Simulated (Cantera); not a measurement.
A perfectly stirred reactor is fed with 64.5 % CH₄, 35.5 % H₂O, at 8.40 bar; it is held at 1475 K, and followed from long to short residence time.

Detailed kinetics in Cantera: GRI-Mech 3.0 (53 species, 325 reactions). GRI-Mech 3.0 stops at C3 and has no aromatics, soot or wall deposition, so with more carbon than oxygen in the feed, carbon stays in small species such as C2H2 where larger ones or solid carbon would form.

x: mole fraction; the columns are a selection and need not sum to one.

```
τ (s)   x CH₄  x H₂O     x CH₂   x C₂H₂  x CH₂CO       x CO₂
------  -----  -----  --------  -------  -------  ----------
2.7     0.334  0.241  5.93e-10   0.0378  8.78e-6  (withheld)
1.4     0.339  0.262  6.80e-10   0.0436  1.10e-5  (withheld)
0.71    0.349  0.280  7.39e-10   0.0474  1.27e-5  (withheld)
0.37    0.369  0.293  7.49e-10   0.0480  1.34e-5  (withheld)
0.19    0.408  0.306  7.06e-10   0.0443  1.29e-5  (withheld)
0.097   0.465  0.319  6.36e-10   0.0357  1.10e-5  (withheld)
0.050   0.523  0.331  5.74e-10   0.0246  8.30e-6  (withheld)
0.026   0.569  0.341  5.22e-10   0.0141  5.18e-6  (withheld)
0.013   0.603  0.348  4.76e-10  0.00614  2.30e-6  (withheld)
0.0069  0.623  0.352  4.39e-10  0.00221  7.47e-7  (withheld)
```

Q: Complete the blanks.

A: 
- 2.7, x CO₂: 0.00852
- 1.4, x CO₂: 0.00576
- 0.71, x CO₂: 0.00323
- 0.37, x CO₂: 0.00151
- 0.19, x CO₂: 0.000542
- 0.097, x CO₂: 0.000153
- 0.050, x CO₂: 3.85e-5
- 0.026, x CO₂: 8.97e-6
- 0.013, x CO₂: 1.75e-6
- 0.0069, x CO₂: 3.70e-7
